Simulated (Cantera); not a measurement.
A Cantera script and what it prints.

```python
import numpy as np
import cantera as ct

gas_names = """
    C CO COS CO2 CS CS2 C2 C2O C3 C3O2 C4 C5 O O2 O3 S SO SO2 SO3 S2 S2O S8
""".split()
cond_names = """
    C(gr) S(cr1) S(cr2) S(L)
""".split()


# ... load() reads the species with a 1 bar reference pressure and builds the phases ...
atoms = {
    'CS2': {'C': 1, 'S': 2},
    'O2': {'O': 2},
}
top_T = {'C(gr)': 4500}  # K; cautious upper limits of use, not melting points


# ... equilibrate(T, P, feed) seeds the gas with the atoms and calls Mixture.equilibrate('TP', solver="vcs", rtol=1e-11, max_steps=5000) ...
results = []
feed = {'CS2': 1, 'O2': 4.8}  # mol
P = 13332.2  # Pa
for T in [600, 750, 900, 1050, 1200, 1350, 1500, 1650, 1800, 1950, 2100]:
    mix = equilibrate(T, P, feed)
    results.append((T, P, feed, dict(zip(mix.species_names, mix.species_moles))))

top = {s: max(r[3][s] / sum(r[3][g] for g in gas_names) for r in results) for s in gas_names}
cols = sorted((s for s in top if top[s] > 0.001), key=lambda s: -top[s])[:7]
seen = [c for c in cond_names if any(r[3].get(c, 0) > 1e-12 for r in results)]
print("log10 of partial pressures in bar; condensed amounts in mol")
print(f"{'T/K':>10s}" + "".join(f"{s[:9]:>10s}" for s in cols + seen))
for T, P, feed, n in results:
    ng = sum(n[g] for g in gas_names)
    print(f"{T:10.4g}" + "".join(f"{np.log10(max(n[s] / ng * P / 1e5, 1e-99)):10.3f}" for s in cols)
          + "".join(f"{n.get(c, 0):10.4g}" for c in seen))
```

It prints:

```
log10 of partial pressures in bar; condensed amounts in mol
       T/K       SO3       SO2        O2       CO2        CO         O
       600    -1.155    -4.065    -1.551    -1.455   -20.760   -19.346
       750    -1.187    -2.389    -1.528    -1.462   -15.842   -14.958
       900    -1.446    -1.565    -1.411    -1.502   -12.653   -11.974
      1050    -1.977    -1.326    -1.331    -1.540   -10.387    -9.840
      1200    -2.519    -1.274    -1.309    -1.551    -8.655    -8.256
      1350    -2.971    -1.262    -1.304    -1.555    -7.299    -7.027
      1500    -3.337    -1.258    -1.302    -1.556    -6.215    -6.043
      1650    -3.636    -1.257    -1.302    -1.556    -5.329    -5.238
      1800    -3.885    -1.256    -1.302    -1.557    -4.593    -4.566
      1950    -4.095    -1.256    -1.302    -1.558    -3.972    -3.996
      2100    -4.275    -1.258    -1.302    -1.563    -3.446    -3.508
```

Method: chemical equilibrium by Gibbs-energy minimisation in Cantera with the NASA 1993 tables (ideal gas, pure condensed phases).
